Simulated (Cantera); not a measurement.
Input: 1 mol B2O3, 7.4 mol H2, 3.9 mol N2, equilibrated at 677 °C and 150 Pa.

Cantera equilibrium calculation (NASA polynomials, part measured and part estimated; ideal gas, pure solids and liquids). Candidate condensed phases: B, BN, B2O3, B3O3H3, H2O; 39 gas species. N2 is the only nitrogen source here; it is nearly inert below about 1500 K, so the nitride shown seldom forms there in practice. The numbers say what is thermodynamically allowed, not how fast it happens.

Base state: H2 0.654, N2 0.345, H2O 0.000518 (mole fractions); condensed: BN(s) + B2O3(l).

**Question.** What changes in the equilibrium state with this change: B2O3 replaced by borazine?

**Answer.** 
| species | before | after |
|---|---|---|
| H2 | 0.654 | 0.727 |
| N2 | 0.345 | 0.273 |
| H2O | 0.000518 | 0 |
| BN(s), mol | 0.00392 | 3.00 |
| B2O3(l), mol | 0.998 | 0 |
The feed counts by its element totals alone.
